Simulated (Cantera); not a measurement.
Charge: 1 mol Si, 0.0041 mol O₂, 120 mol H₂, at 13.3 mbar.

Method: chemical equilibrium by Gibbs-energy minimisation in Cantera with the NASA 1993 tables (ideal gas, pure condensed phases). Candidate condensed phases: H₂O, Si, SiO₂; 18 gas species. Rates play no part.

Question: At 1498 K, list the 3 most abundant gas species with their mole fractions, and the condensed phases.

Answer: H₂ 1.000, H 0.000149, SiO 6.83e-5. Condensed: Si(s).
